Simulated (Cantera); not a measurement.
Feed: 1 mol Si2H6, 28 mol H2O, 200 mol N2, equilibrated at 67.0 Pa.

Method: chemical equilibrium by Gibbs-energy minimisation in Cantera with the NASA 1993 tables (ideal gas, pure condensed phases). Candidate condensed phases: H2O, Si, SiO2, Si2N2O, Si3N4; 35 gas species. The feed counts by its element totals alone. The tables hold silica as quartz up to 1696 K and as liquid above; real silica turns to tridymite and cristobalite and melts near 1996 K. Equilibrium is a limit: real reactors are often held back by kinetics, nucleation or transport.

Task: Which condensed phases are stable at each of these points (T (°C)): 252, 352, 452, 552, 652, 752, 852, 952, 1052, 1152, 1252, 1352, 1452?

Result: 
```json
[
 {"T (°C)": "252", "condensed phases": "SiO2(α-quartz)", "Si condensed (%)": "100.0"},
 {"T (°C)": "352", "condensed phases": "SiO2(α-quartz)", "Si condensed (%)": "100.0"},
 {"T (°C)": "452", "condensed phases": "SiO2(α-quartz)", "Si condensed (%)": "100.0"},
 {"T (°C)": "552", "condensed phases": "SiO2(α-quartz)", "Si condensed (%)": "100.0"},
 {"T (°C)": "652", "condensed phases": "SiO2(β-quartz)", "Si condensed (%)": "100.0"},
 {"T (°C)": "752", "condensed phases": "SiO2(β-quartz)", "Si condensed (%)": "100.0"},
 {"T (°C)": "852", "condensed phases": "SiO2(β-quartz)", "Si condensed (%)": "100.0"},
 {"T (°C)": "952", "condensed phases": "SiO2(β-quartz)", "Si condensed (%)": "100.0"},
 {"T (°C)": "1052", "condensed phases": "SiO2(β-quartz)", "Si condensed (%)": "100.0"},
 {"T (°C)": "1152", "condensed phases": "SiO2(β-quartz)", "Si condensed (%)": "100.0"},
 {"T (°C)": "1252", "condensed phases": "SiO2(β-quartz)", "Si condensed (%)": "100.0"},
 {"T (°C)": "1352", "condensed phases": "SiO2(β-quartz)", "Si condensed (%)": "99.8"},
 {"T (°C)": "1452", "condensed phases": "SiO2(condensed)", "Si condensed (%)": "97.6"}
]
```

From 252 °C to 552 °C the condensed part is SiO2(α-quartz). From 652 °C to 1352 °C the condensed part is SiO2(β-quartz). At 1452 °C the condensed part is SiO2(condensed).
